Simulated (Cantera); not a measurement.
A perfectly stirred reactor is fed with CH4 : O2 : N2 = 1.4 : 2.08 : 7.83 (molar parts), equivalence ratio 1.3, at 1650 Torr; it is adiabatic with a 550 K inlet, and is followed from long to short residence time, starting on the burning branch (τ in s: 0.46, 0.19, 0.075, 0.031, 0.012, 0.005, 0.002, 0.00083, 0.00034, 0.00014, 5.5e-05, 2.2e-05).

Cantera simulation using GRI-Mech 3.0 (53 species, 325 reactions); the numbers are that mechanism's predictions, not measurements.

Question: Predict: blow-out, bracketed by the residence times tried; x(CH4) at τ = 0.460 s; x(O2) at τ = 0.460 s; x(NO2) at τ = 0.460 s; x(NO) at τ = 0.460 s; x(CO2) at τ = 0.460 s; x(CH4) at τ = 2.00 ms; x(O2) at τ = 2.00 ms; x(NO2) at τ = 2.00 ms; x(NO) at τ = 2.00 ms; x(CO2) at τ = 2.00 ms.

Answer: 
| Item | Value |
|---|---|
| blow-out, bracketed by the residence times tried | burning at 0.140 ms, out at 55.0 µs |
| x(CH4) at τ = 0.460 s | 1.22e-5 |
| x(O2) at τ = 0.460 s | 1.99e-5 |
| x(NO2) at τ = 0.460 s | 1.45e-9 |
| x(NO) at τ = 0.460 s | 0.000123 |
| x(CO2) at τ = 0.460 s | 0.0472 |
| x(CH4) at τ = 2.00 ms | 0.000261 |
| x(O2) at τ = 2.00 ms | 0.000867 |
| x(NO2) at τ = 2.00 ms | 6.69e-9 |
| x(NO) at τ = 2.00 ms | 0.000317 |
| x(CO2) at τ = 2.00 ms | 0.0466 |
